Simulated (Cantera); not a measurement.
An isothermal, constant-pressure homogeneous reactor starts with N2O = 1 (molar parts), at 1300 K and 600 Torr. Integrator tolerance rtol = 1e-08.

Computed with Cantera and GRI-Mech 3.0 (53 species, 325 reactions). GRI-Mech 3.0 was tuned for natural gas; its chemistry of N2O as a main component is partial and can be far from experiment. The mechanism lacks the step 2 NO + O2 → 2 NO2, which can matter for NO2 below about 1400 K. The temperature is held fixed by assumption; the heat of reaction is taken as removed at once.

Q: What does this change do: 0.064 parts H2O added?

A: 
```tsv
quantity	before	after
x(N2O) at 4.00 s	0.000949 (gas-phase equilibrium 2.51e-8)	0.000243 (gas-phase equilibrium 2.36e-8)
x(N2) at 4.00 s	0.628 (gas-phase equilibrium 0.666)	0.609 (gas-phase equilibrium 0.639)
x(NO) at 4.00 s	0.0758 (gas-phase equilibrium 0.000461)	0.0599 (gas-phase equilibrium 0.000442)
x(O) at 4.00 s	1.38e-7 (gas-phase equilibrium 1.15e-7)	1.17e-7 (gas-phase equilibrium 1.13e-7)
x(NO2) at 4.00 s	0.000815 (gas-phase equilibrium 5.61e-6)	0.000671 (gas-phase equilibrium 5.27e-6)
x(O2) at 4.00 s	0.294 (gas-phase equilibrium 0.333)	0.289 (gas-phase equilibrium 0.319)
```
